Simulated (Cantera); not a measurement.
Input (Python, Cantera):

```python
import numpy as np
import cantera as ct

gas = ct.Solution("gri30.yaml")


def delay(T, t_max=10):
    gas.TPX = T, 810000, {'CH4': 1, 'C2H6': 0.075, 'O2': 2.9, 'N2': 10.2}
    reactor = ct.IdealGasReactor(gas, clone=False)
    net = ct.ReactorNet([reactor])
    net.rtol, net.atol = 1e-8, 1e-16
    while net.time < t_max:
        t_old, T_old = net.time, reactor.T
        net.step()
        if reactor.T > T + 400:  # ignition: a rise of 400 K
            return t_old + (T + 400 - T_old) / (reactor.T - T_old) * (net.time - t_old)
    return np.nan


taus = []
for T in [1273, 1323, 1373, 1423, 1473, 1523, 1573]:
    taus.append(delay(T))
    print(f"T0 = {T:6g} K   tau = {taus[-1]:.4e} s")
```

It prints:

```
T0 =   1273 K   tau = 5.8268e-04 s
T0 =   1323 K   tau = 3.4783e-04 s
T0 =   1373 K   tau = 2.1258e-04 s
T0 =   1423 K   tau = 1.3244e-04 s
T0 =   1473 K   tau = 8.3968e-05 s
T0 =   1523 K   tau = 5.4190e-05 s
T0 =   1573 K   tau = 3.5656e-05 s
```

Model: GRI-Mech 3.0 (53 species, 325 reactions), integrated in Cantera.
